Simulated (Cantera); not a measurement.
Charge: 1 mol CaO, 1.9 mol HCl, at 1625 K and 7.00e-5 bar.

Cantera equilibrium calculation (NASA polynomials, part measured and part estimated; ideal gas, pure solids and liquids). Candidate condensed phases: Ca, CaCl2, CaO, Ca(OH)2, H2O; 21 gas species. Condensed phases not in the tables: oxide chlorides. Equilibrium is a limit: real reactors are often held back by kinetics, nucleation or transport.

Base state: HCl 0.433, CaCl2 0.264, H2O 0.262, Cl 0.0250, H2 0.0133, H 0.000973, OH 0.000807, O2 0.000436 (mole fractions); condensed: CaO(s).

Q: What changes in the equilibrium state with this change: temperature from 1625 K to 1350 K?

A: 
| species | before | after |
|---|---|---|
| HCl | 0.433 | 0.618 |
| CaCl2 | 0.264 | 0.188 |
| H2O | 0.262 | 0.188 |
| H2 | 0.0133 | 0.00177 |
| Cl | 0.0250 | 0.00349 |
| O | 4.86e-5 | 1.31e-7 |
| CaCl | 3.08e-5 | 1.03e-7 |
| H | 0.000973 | 1.20e-5 |
| CaO(s), mol | 0.492 | 0.641 |

Q: What changes in the equilibrium state with this change: temperature from 1625 K to 625 K?

A: 
| species | before | after |
|---|---|---|
| H2O | 0.262 | 1.000 |
| HCl | 0.433 | 0.000109 |
| CaCl2 | 0.264 | <1e-9 |
| Cl | 0.0250 | <1e-9 |
| H2 | 0.0133 | <1e-9 |
| H | 0.000973 | <1e-9 |
| OH | 0.000807 | <1e-9 |
| CaO(s), mol | 0.492 | 0.0501 |
| CaCl2(s), mol | 0 | 0.950 |
